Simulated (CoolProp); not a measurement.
A single-stage vapour-compression cycle with R236EA: evaporating at 325.15 K (dew point), condensing at 367.15 K (bubble point), superheat 5 K, subcooling 5 K, compressor efficiency 0.9, no pressure losses. Each further row changes one setting.

Values from CoolProp's reference Helmholtz-energy equation of state, Rui 2013.

```json
[
 {"case": "as stated", "cooling COP": "5.33", "pressure ratio": "2.86", "discharge temperature (K)": "367.1", "refrigerating effect (kJ/kg)": "94.4", "volumetric capacity (kJ/m³)": "2870"},
 {"case": "evaporating temperature 330.15 K", "cooling COP": "6.36", "pressure ratio": "(withheld)", "discharge temperature (K)": "367.1", "refrigerating effect (kJ/kg)": "(withheld)", "volumetric capacity (kJ/m³)": "(withheld)"},
 {"case": "condensing temperature 362.15 K", "cooling COP": "6.36", "pressure ratio": "(withheld)", "discharge temperature (K)": "362.1", "refrigerating effect (kJ/kg)": "102", "volumetric capacity (kJ/m³)": "3090"},
 {"case": "subcooling 10 K", "cooling COP": "(withheld)", "pressure ratio": "2.86", "discharge temperature (K)": "367.1", "refrigerating effect (kJ/kg)": "102", "volumetric capacity (kJ/m³)": "3090"},
 {"case": "superheat 15 K", "cooling COP": "(withheld)", "pressure ratio": "2.86", "discharge temperature (K)": "373.1", "refrigerating effect (kJ/kg)": "104", "volumetric capacity (kJ/m³)": "(withheld)"},
 {"case": "compressor efficiency 0.8", "cooling COP": "(withheld)", "pressure ratio": "2.86", "discharge temperature (K)": "367.1", "refrigerating effect (kJ/kg)": "94.4", "volumetric capacity (kJ/m³)": "2870"}
]
```

**Question.** Some entries are withheld; supply them.

**Answer.** 
- evaporating temperature 330.15 K, pressure ratio: 2.49
- evaporating temperature 330.15 K, refrigerating effect (kJ/kg): 97.9
- evaporating temperature 330.15 K, volumetric capacity (kJ/m³): 3430
- condensing temperature 362.15 K, pressure ratio: 2.56
- subcooling 10 K, cooling COP: 5.74
- superheat 15 K, cooling COP: 5.55
- superheat 15 K, volumetric capacity (kJ/m³): 3030
- compressor efficiency 0.8, cooling COP: 4.74

The compression ends wet for: as stated; evaporating temperature 330.15 K; condensing temperature 362.15 K; subcooling 10 K; compressor efficiency 0.8.
